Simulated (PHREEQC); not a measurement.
PHREEQC input (ion-association model, phreeqc.dat):

```
SOLUTION_MASTER_SPECIES
  Amm  AmmH+  0  AmmH  17.031  # ammonia with no redox link, constants of NH4+
SOLUTION_SPECIES
  AmmH+ = AmmH+
    -log_k 0
    -gamma 2.5 0
    -dw 1.98e-9
  AmmH+ = Amm + H+
    -log_k -9.252
    -delta_h 12.48 kcal
    -analytic 0.6322 -0.001225 -2835.76
    -dw 2.28e-9
  AmmH+ + SO4-2 = AmmHSO4-
    -log_k 1.11
PHASES
  Amm(g)
    Amm = Amm
    -log_k 1.7966
    -analytic -18.758 3.3670e-4 2.5113e3 4.8619 39.192
    -T_c 405.6
    -P_c 111.3
    -Omega 0.25
EXCHANGE_SPECIES
  AmmH+ + X- = AmmHX
    -log_k 0.6
    -gamma 2.5 0
    -delta_h -2.4
SOLUTION 0
  temp 25
  units mmol/kgw
  pH 7 charge
  Cl 1.85
  Mn(2) 0.92
SOLUTION 1-40
  temp 25
  units mmol/kgw
  pH 7 charge
  Cl 2.81
  Amm 2.8
END
EXCHANGE 1-40
  X 0.0028
  -equilibrate 1
END
SELECTED_OUTPUT 1
  -reset false
  -pH true
  -pe true
  -ionic_strength true
  -water true
  -step true
  -totals Amm Cl Mn Mn(2) Mn(3)
  -molalities AmmHX MnX2
  -saturation_indices Pyrochroite
PRINT
  -reset false
TRANSPORT
  -cells 40
  -shifts 240
  -lengths 0.005
  -time_step 60
  -dispersivities 0.01
  -boundary_conditions flux flux
  -correct_disp true
  -punch_cells 40
  -punch_frequency 8
END
```

Selected output (columns that matter, 21 of 31 rows; pore volumes added in front):

```
pore volumes	pH	mu	Amm	Cl	Mn	m_MnX2	si_Pyrochroite
0	5.0166	0.00281	0.0028	0.00281	0	0	-1000
0.4125	5.0166	0.0028076	0.0027976	0.0028076	0	0	-1000
0.6125	5.0165	0.0027383	0.0027283	0.0027383	0	0	-1000
0.8125	5.0162	0.0025189	0.0025089	0.0025189	0	0	-1000
1.2125	5.0154	0.0020603	0.0020503	0.0020603	0	0	-1000
1.6125	5.015	0.0018924	0.0018824	0.0018924	4.117e-25	3.3773e-23	-29.64
1.8125	5.015	0.0018675	0.0018575	0.0018675	8.341e-20	7.0279e-18	-24.333
2.0125	5.015	0.0018569	0.0018469	0.0018569	2.0765e-14	1.7697e-12	-18.936
2.4125	5.0177	0.0021468	0.0012421	0.001851	0.00029945	0.0011962	-8.7777
2.8125	5.0225	0.0026894	0.00014124	0.0018501	0.00084945	0.0013852	-8.3246
3.0125	5.0228	0.0027317	5.5402e-05	0.0018501	0.00089233	0.0013943	-8.3032
3.2125	5.0229	0.0027479	2.2469e-05	0.00185	0.00090877	0.0013977	-8.2952
3.6125	5.023	0.0027571	3.9058e-06	0.00185	0.00091805	0.0013996	-8.2908
4.0125	5.023	0.0027587	7.0723e-07	0.00185	0.00091965	0.0013999	-8.29
4.2125	5.023	0.0027589	3.037e-07	0.00185	0.00091985	0.0014	-8.2899
4.4125	5.023	0.002759	1.3098e-07	0.00185	0.00091993	0.0014	-8.2899
4.8125	5.023	0.002759	2.4592e-08	0.00185	0.00091999	0.0014	-8.2899
5.2125	5.023	0.002759	4.6588e-09	0.00185	0.00092	0.0014	-8.2899
5.4125	5.023	0.002759	2.0326e-09	0.00185	0.00092	0.0014	-8.2899
5.6125	5.023	0.002759	8.8788e-10	0.00185	0.00092	0.0014	-8.2899
6.0125	5.023	0.002759	1.699e-10	0.00185	0.00092	0.0014	-8.2899
```

Species that the database lacks are ignored.
